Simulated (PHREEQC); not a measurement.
# Nickel, zinc or cadmium bath: speciation

Consider water at 25 °C with 0.00011 mol/kgw ZnSO4 and 0.0004 mol/kgw NaOH. Closed to the air; pH follows from the charge balance.

Computed with PHREEQC (ion-association model, phreeqc.dat).

No solid was allowed to form.

### Question
Estimate the pH.

### Answer
pH 10.23.

### Question
In which forms is Zn present?

### Answer
Zn(OH)2 94 %, Zn(OH)3- 5.2 %, ZnOH+ 0.5 % of the Zn.

Saturation is exceeded, for instance for Zn(OH)2(e); the values hold only as long as no solid forms.
